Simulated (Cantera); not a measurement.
Charge: 1 mol C3H6, 0.6 mol O2, 10 mol N2, at 1075 K and 1 atm.

These are equilibrium values from Cantera (NASA tables, ideal gas, pure condensed phases), not measurements of a reactor. Candidate condensed phases: C, C6H6, C7H8, C8H18, H2O; 136 gas species. Rates play no part.

Base state: N2 0.708, H2 0.206, CO 0.0810, H2O 0.00214, CH4 0.00194, CO2 0.000903, NH3 2.92e-5 (mole fractions); condensed: C(graphite).

### Question
What changes in the equilibrium state with this change: temperature from 1075 K to 2975 K?

### Answer
```
species            before     after
----------------  -------  --------
N2                  0.708     0.649
H2                  0.206     0.136
CO                 0.0810    0.0821
HCN               6.06e-6    0.0569
H                 6.62e-9    0.0536
HNC               1.49e-8    0.0105
C2H2 (acetylene)  1.55e-9   0.00788
CN                  <1e-9   0.00226
C2N2                <1e-9  0.000551
C(graphite), mol     1.82     0.494
```

### Question
What changes in the equilibrium state with this change: pressure from 1 atm to 13.3 mbar?

### Answer
```tsv
species	before	after
N2	0.708	0.704
H2	0.206	0.211
CO	0.0810	0.0845
NH3	2.92e-5	3.97e-7
CH4	0.00194	2.68e-5
H2O	0.00214	3.01e-5
CO2	0.000903	1.29e-5
C(graphite), mol	1.82	1.80
```
